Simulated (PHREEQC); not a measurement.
Dissolve 0.0092 mol/kgw H3PO4 and 0.06 mol/kgw HNO3 at 20 °C. Closed to the air; pH follows from the charge balance.

All values are PHREEQC results (ion-association model, wateq4f.dat), not measurements.

No solid was allowed to form.

Q: Estimate the pH.

A: pH 1.28.

Q: In which forms is P present?

A: H3PO4 85 %, H2PO4- 15 % of the P.

Complexes and solids missing from the database can't appear. H3PO4, which wateq4f.dat lacks, is added to it with the constant of phreeqc.dat.
